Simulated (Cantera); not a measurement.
# Silicon nitride deposition: SiCl₄ + NH₃ + H₂

Feed: 1 mol SiCl₄, 4.5 mol NH₃, 0.1 mol H₂, held at 13300 Pa.

Cantera equilibrium calculation (NASA polynomials, part measured and part estimated; ideal gas, pure solids and liquids). Candidate condensed phases: NH₄Cl, Si, Si₃N₄; 28 gas species. The tables' values for SiCl₃, SiCl, SiN are old estimates; treat these amounts as uncertain. Gases not in the tables: Si₂H₆ and higher silanes. Rates play no part.

From 873 K to 1773 K the condensed part is Si₃N₄(s). From 1873 K to 2173 K nothing is condensed. The main Si-bearing gas is SiCl₄ at 873 K and SiCl₂ at 2173 K.

| T (K) | x H₂ | x HCl | x N₂ | x SiCl₂ | x SiCl₄ | x H | x SiCl₃ | n Si₃N₄(s) |
|---|---|---|---|---|---|---|---|---|
| 873 | 0.517 | 0.290 | 0.169 | 2.13e-9 | 0.0241 | 9.21e-11 | 9.35e-7 | 0.250 |
| 973 | 0.507 | 0.307 | 0.166 | 1.06e-7 | 0.0196 | 2.11e-9 | 8.52e-6 | 0.265 |
| 1073 | 0.500 | 0.319 | 0.164 | 2.50e-6 | 0.0163 | 2.71e-8 | 5.04e-5 | 0.276 |
| 1173 | 0.495 | 0.328 | 0.162 | 3.36e-5 | 0.0137 | 2.27e-7 | 0.000216 | 0.283 |
| 1273 | 0.492 | 0.334 | 0.161 | 0.000293 | 0.0115 | 1.37e-6 | 0.000719 | 0.287 |
| 1373 | 0.490 | 0.335 | 0.161 | 0.00179 | 0.00941 | 6.38e-6 | 0.00191 | 0.285 |
| 1473 | 0.492 | 0.324 | 0.164 | 0.00785 | 0.00678 | 2.43e-5 | 0.00395 | 0.265 |
| 1573 | 0.498 | 0.295 | 0.172 | 0.0239 | 0.00370 | 7.86e-5 | 0.00580 | 0.212 |
| 1673 | 0.511 | 0.246 | 0.185 | 0.0500 | 0.00140 | 0.000223 | 0.00579 | 0.125 |
| 1773 | 0.526 | 0.190 | 0.199 | 0.0786 | 0.000397 | 0.000565 | 0.00429 | 0.0261 |
| 1873 | 0.528 | 0.177 | 0.203 | 0.0868 | 0.000134 | 0.00128 | 0.00286 | 0 |
| 1973 | 0.526 | 0.178 | 0.203 | 0.0873 | 5.38e-5 | 0.00268 | 0.00198 | 0 |
| 2073 | 0.523 | 0.179 | 0.202 | 0.0867 | 2.35e-5 | 0.00521 | 0.00141 | 0 |
| 2173 | 0.517 | 0.181 | 0.201 | 0.0847 | 1.11e-5 | 0.00950 | 0.00102 | 0 |
x: gas mole fraction; n: condensed amount in mol.
